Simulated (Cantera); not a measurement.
A perfectly stirred reactor is fed with 5.88 % C2H6, 94.1 % N2, at 13300 Pa; it is held at 2000 K, and followed from long to short residence time.

Detailed kinetics in Cantera: GRI-Mech 3.0 (53 species, 325 reactions). GRI-Mech 3.0 stops at C3 and has no aromatics, soot or wall deposition, so with more carbon than oxygen in the feed, carbon stays in small species such as C2H2 where larger ones or solid carbon would form.

**Question.** Predict: x(C2H6) at τ = 0.570 s; x(H2) at τ = 0.570 s; x(CH4) at τ = 0.570 s; x(CH3) at τ = 0.570 s; x(CH2) at τ = 0.570 s; x(C2H6) at τ = 16.0 ms; x(H2) at τ = 16.0 ms; x(CH4) at τ = 16.0 ms; x(CH3) at τ = 16.0 ms; x(CH2) at τ = 16.0 ms.

**Answer.** 
| Item | Value |
|---|---|
| x(C2H6) at τ = 0.570 s | 1.10e-6 |
| x(H2) at τ = 0.570 s | 0.103 |
| x(CH4) at τ = 0.570 s | 0.000808 |
| x(CH3) at τ = 0.570 s | 0.000223 |
| x(CH2) at τ = 0.570 s | 3.84e-6 |
| x(C2H6) at τ = 16.0 ms | 3.79e-5 |
| x(H2) at τ = 16.0 ms | 0.0969 |
| x(CH4) at τ = 16.0 ms | 0.00423 |
| x(CH3) at τ = 16.0 ms | 0.00136 |
| x(CH2) at τ = 16.0 ms | 2.14e-5 |
